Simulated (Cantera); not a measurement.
Input: 1 mol Si3N4, 0.0043 mol H2O, 2.9 mol N2.

Cantera equilibrium calculation (NASA polynomials, part measured and part estimated; ideal gas, pure solids and liquids). Candidate condensed phases: H2O, Si, SiO2, Si2N2O, Si3N4; 35 gas species. Mutual solubility and eutectic melting of coexisting phases are not modelled. Rates play no part.

Q: What condenses at these points (T in K, P in Pa): (1523, 0.60); (1773, 170000); (1873, 28000); (1623, 28000); (1523, 3.6); (1823, 0.60); (1573, 1000000)?

A: 
| T (K) | P in Pa | condensed phases | Si condensed (%) |
|---|---|---|---|
| 1523 | 0.60 | Si | 99.4 |
| 1773 | 170000 | Si2N2O + Si3N4 | 100.0 |
| 1873 | 28000 | Si3N4 | 99.9 |
| 1623 | 28000 | Si2N2O + Si3N4 | 100.0 |
| 1523 | 3.6 | Si | 99.8 |
| 1823 | 0.60 | gas only | 0.0 |
| 1573 | 1000000 | Si2N2O + Si3N4 | 100.0 |
